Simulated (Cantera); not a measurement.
Cantera run:

```python
import numpy as np
import cantera as ct

gas_names = [...]  # 123 gases of nasa_gas.yaml made of C, H, O, Si
cond_names = """
    C(gr) C6H6(L) C7H8(L) C8H18(L),n-octa H2O(s) H2O(L) Si(cr) Si(L) SiC(b) SiO2(Lqz) SiO2(hqz) SiO2(L)
""".split()


# ... load() reads the species with a 1 bar reference pressure and builds the phases ...
atoms = {
    'HMDSO': {'Si': 2, 'C': 6, 'H': 18, 'O': 1},
    'H2O': {'H': 2, 'O': 1},
    'H2': {'H': 2},
}
top_T = {'C(gr)': 4500, 'SiC(b)': 3050}  # K; cautious upper limits of use, not melting points


# ... equilibrate(T, P, feed) seeds the gas with the atoms and calls Mixture.equilibrate('TP', solver="vcs", rtol=1e-11, max_steps=5000) ...
results = []
T = 1450  # K
P = 10000  # Pa
for m in [2.8, 3.8, 5.4, 7.5, 10, 15, 20]:
    feed = {'HMDSO': 1, 'H2O': m, 'H2': 0.13}  # mol
    mix = equilibrate(T, P, feed)
    results.append((T, P, feed, dict(zip(mix.species_names, mix.species_moles))))

top = {s: max(r[3][s] / sum(r[3][g] for g in gas_names) for r in results) for s in gas_names}
cols = sorted((s for s in top if top[s] > 0.0001), key=lambda s: -top[s])[:8]
seen = [c for c in cond_names if any(r[3].get(c, 0) > 1e-12 for r in results)]
print("log10 of partial pressures in bar; condensed amounts in mol")
print(f"{'n(H2O)':>10s}" + "".join(f"{s[:9]:>10s}" for s in cols + seen))
for T, P, feed, n in results:
    ng = sum(n[g] for g in gas_names)
    print(f"{feed['H2O']:10.4g}" + "".join(f"{np.log10(max(n[s] / ng * P / 1e5, 1e-99)):10.3f}" for s in cols)
          + "".join(f"{n.get(c, 0):10.4g}" for c in seen))
```

Output:

```
log10 of partial pressures in bar; condensed amounts in mol
    n(H2O)        H2       H2O        CO       CO2       CH4       SiO     C(gr)    SiC(b) SiO2(hqz)
       2.8    -1.045    -5.654    -2.006    -6.991    -4.572    -4.808     3.938    0.7522     1.246
       3.8    -1.045    -5.654    -2.006    -6.991    -4.572    -4.808     4.274    0.3068     1.691
       5.4    -1.067    -5.518    -1.848    -6.676    -4.615    -4.965     3.594         0     1.998
       7.5    -1.104    -5.379    -1.672    -6.322    -4.690    -5.142     1.495         0     1.998
        10    -1.139    -2.455    -1.631    -3.324    -7.676    -8.100         0         0         2
        15    -1.205    -1.750    -1.750    -2.671    -8.701    -8.872         0         0         2
        20    -1.262    -1.549    -1.853    -2.516    -9.175    -9.130         0         0         2
```

Cantera equilibrium calculation (NASA polynomials, part measured and part estimated; ideal gas, pure solids and liquids). The feed counts by its element totals alone. Mutual solubility and eutectic melting of coexisting phases are not modelled. The tables hold silica as quartz up to 1696 K and as liquid above; real silica turns to tridymite and cristobalite and melts near 1996 K. Gases not in the tables: Si(OH)4.
